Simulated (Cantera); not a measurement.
## Silicon carbide growth: SiH4 + CH4 + H2

Input: 1 mol SiH4, 0.16 mol CH4, 19 mol H2, equilibrated at 22000 Pa.

These are equilibrium values from Cantera (NASA tables, ideal gas, pure condensed phases), not measurements of a reactor. Candidate condensed phases: C, C6H6, C7H8, C8H18, Si, SiC; 87 gas species. Mutual solubility and eutectic melting of coexisting phases are not modelled. Gases not in the tables: Si2H6 and higher silanes. Rates play no part.

| T (K) | x H2 | x H | x Si | x SiH2 | x SiH | x CH4 | x Si2C | n Si(s) | n SiC(s) | n Si(l) |
|---|---|---|---|---|---|---|---|---|---|---|
| 1348 | 1.000 | 4.93e-6 | 8.55e-10 | 1.69e-7 | 2.58e-9 | 4.83e-6 | <1e-12 | 0.840 | 0.160 | 0 |
| 1398 | 1.000 | 1.01e-5 | 3.54e-9 | 3.66e-7 | 8.37e-9 | 4.57e-6 | 2.27e-12 | 0.840 | 0.160 | 0 |
| 1448 | 1.000 | 1.97e-5 | 1.33e-8 | 7.48e-7 | 2.50e-8 | 4.33e-6 | 1.32e-11 | 0.840 | 0.160 | 0 |
| 1498 | 1.000 | 3.66e-5 | 4.56e-8 | 1.46e-6 | 6.92e-8 | 4.13e-6 | 6.84e-11 | 0.840 | 0.160 | 0 |
| 1548 | 1.000 | 6.56e-5 | 1.44e-7 | 2.73e-6 | 1.79e-7 | 3.94e-6 | 3.17e-10 | 0.840 | 0.160 | 0 |
| 1598 | 1.000 | 0.000113 | 4.25e-7 | 4.89e-6 | 4.38e-7 | 3.78e-6 | 1.33e-9 | 0.840 | 0.160 | 0 |
| 1648 | 1.000 | 0.000190 | 1.17e-6 | 8.47e-6 | 1.01e-6 | 3.63e-6 | 5.11e-9 | 0.840 | 0.160 | 0 |
| 1698 | 1.000 | 0.000308 | 2.99e-6 | 1.40e-5 | 2.18e-6 | 3.56e-6 | 1.78e-8 | 0 | 0.160 | 0.840 |
| 1748 | 0.999 | 0.000487 | 6.62e-6 | 2.05e-5 | 4.13e-6 | 3.81e-6 | 5.28e-8 | 0 | 0.160 | 0.839 |
| 1798 | 0.999 | 0.000750 | 1.40e-5 | 2.95e-5 | 7.54e-6 | 4.06e-6 | 1.47e-7 | 0 | 0.160 | 0.839 |
| 1848 | 0.999 | 0.00113 | 2.85e-5 | 4.16e-5 | 1.33e-5 | 4.31e-6 | 3.88e-7 | 0 | 0.160 | 0.838 |
| 1898 | 0.998 | 0.00166 | 5.58e-5 | 5.75e-5 | 2.28e-5 | 4.57e-6 | 9.70e-7 | 0 | 0.160 | 0.837 |
| 1948 | 0.997 | 0.00241 | 0.000106 | 7.81e-5 | 3.80e-5 | 4.82e-6 | 2.31e-6 | 0 | 0.160 | 0.835 |
x: gas mole fraction; n: condensed amount in mol.

From 1348 K to 1648 K the condensed part is Si(s) + SiC(s). From 1698 K to 1948 K the condensed part is Si(l) + SiC(s). The main Si-bearing gas is SiH4 at 1348 K and Si at 1948 K.
